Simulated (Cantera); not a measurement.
Input: 1 mol Ta2O5, 590 mol H2, at 1050 Torr.

Method: chemical equilibrium by Gibbs-energy minimisation in Cantera with the NASA 1993 tables (ideal gas, pure condensed phases). Candidate condensed phases: H2O, Ta, Ta2O5; 12 gas species. Mutual solubility and eutectic melting of coexisting phases are not modelled. Condensed phases not in the tables: N, O or C dissolved in the metal. Rates play no part. All values below are at 1750 °C.

Base state: H2 0.996, H2O 0.00201, H 0.00160 (mole fractions); condensed: Ta(s) + Ta2O5(s).

Question: What changes in the equilibrium state with this change: Ta2O5 replaced by Cu2O?

Answer: 
```json
[
 {"species": "H2", "before": "0.996", "after": "0.993"},
 {"species": "Cu", "before": "0", "after": "0.00335"},
 {"species": "H2O", "before": "0.00201", "after": "0.00169"},
 {"species": "Cu2", "before": "0", "after": "1.32e-5"},
 {"species": "H", "before": "0.00160", "after": "0.00160"},
 {"species": "Ta(s), mol", "before": "0.476", "after": "0"},
 {"species": "Ta2O5(s), mol", "before": "0.762", "after": "0"}
]
```
Further candidate phases: Cu, CuO, Cu(OH)2, Cu2O.
